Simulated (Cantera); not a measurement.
# SiH4 + HCl + H2 (silicon epitaxy and polysilicon growth)

A closed system holds: 1 mol SiH4, 1.8 mol HCl, 3.4 mol H2, equilibrated at 1 atm.

Cantera equilibrium calculation (NASA polynomials, part measured and part estimated; ideal gas, pure solids and liquids). Candidate condensed phases: Si; 19 gas species. The tables' values for SiCl3, SiCl are old estimates; treat these amounts as uncertain. Gases not in the tables: Si2H6 and higher silanes. Equilibrium is a limit: real reactors are often held back by kinetics, nucleation or transport.

| T (°C) | log p H2 | log p HCl | log p SiCl2 | log p SiCl4 | log p SiHCl3 | n Si(s) | n Si(l) |
|---|---|---|---|---|---|---|---|
| 925 | -0.04 | -1.45 | -2.48 | -1.46 | -1.62 | 0.545 | 0 |
| 975 | -0.05 | -1.34 | -2.23 | -1.50 | -1.66 | 0.555 | 0 |
| 1025 | -0.05 | -1.24 | -2.01 | -1.57 | -1.72 | 0.563 | 0 |
| 1075 | -0.05 | -1.16 | -1.82 | -1.65 | -1.79 | 0.568 | 0 |
| 1125 | -0.06 | -1.10 | -1.67 | -1.76 | -1.88 | 0.569 | 0 |
| 1175 | -0.07 | -1.05 | -1.54 | -1.91 | -1.99 | 0.566 | 0 |
| 1225 | -0.07 | -1.01 | -1.44 | -2.08 | -2.13 | 0.560 | 0 |
| 1275 | -0.07 | -0.98 | -1.36 | -2.27 | -2.28 | 0.554 | 0 |
| 1325 | -0.08 | -0.96 | -1.31 | -2.49 | -2.44 | 0.547 | 0 |
| 1375 | -0.08 | -0.95 | -1.27 | -2.71 | -2.62 | 0.541 | 0 |
| 1425 | -0.08 | -0.94 | -1.25 | -2.94 | -2.79 | 0 | 0.538 |
| 1475 | -0.08 | -0.92 | -1.24 | -3.15 | -2.96 | 0 | 0.547 |
| 1525 | -0.08 | -0.91 | -1.24 | -3.35 | -3.13 | 0 | 0.557 |
log p: log10 of the partial pressure in bar; n: condensed amount in mol.

From 925 °C to 1375 °C the condensed part is Si(s). From 1425 °C to 1525 °C the condensed part is Si(l). The main Si-bearing gas is SiCl4 at 925 °C and SiCl2 at 1525 °C. The share of Si in condensed phases is highest at 1125 °C (56.9 %) and lowest at 1425 °C (53.8 %).
